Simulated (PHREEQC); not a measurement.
Dissolve 0.17 mmol/kgw NaH2PO4, 0.1 mmol/kgw KOH and 2.6 mmol/kgw KCl at 25 °C. Closed to the air; pH follows from the charge balance.

The numbers come from PHREEQC with the ion-association model, phreeqc.dat.

No solid was allowed to form.

Problem. Order these P species by the share of P that they hold, largest first: HPO4-2, H2PO4-, KHPO4-.

Solution. HPO4-2 (58 %), H2PO4- (41 %), KHPO4- (0.24 %)

The pH is 7.28 and the ionic strength 0.00297 mol/kgw.
